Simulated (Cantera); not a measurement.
# Calcination and drying: CaCO₃ + O₂

Charge: 1 mol CaCO₃, a varied amount of O₂, held at 1000 K and 33.0 mbar.

Method: chemical equilibrium by Gibbs-energy minimisation in Cantera with the NASA 1993 tables (ideal gas, pure condensed phases). Candidate condensed phases: C, Ca, CaCO₃, CaO; 15 gas species. The numbers say what is thermodynamically allowed, not how fast it happens.

From 0.037 mol O₂ to 5.9 mol O₂ the condensed part is CaO(s).

```
n(O₂) (mol)  x CO₂    x O₂      x CO  n CaO(s)
-----------  -----  ------  --------  --------
0.037        0.964  0.0357   1.71e-9      1.00
0.077        0.929  0.0715   1.16e-9      1.00
0.16         0.862   0.138  7.78e-10      1.00
0.33         0.752   0.248  5.06e-10      1.00
0.67         0.599   0.401  3.17e-10      1.00
1.4          0.417   0.583  1.83e-10      1.00
2.9          0.256   0.744  9.97e-11      1.00
5.9          0.145   0.855  5.25e-11      1.00
```
x: gas mole fraction; n: condensed amount in mol.
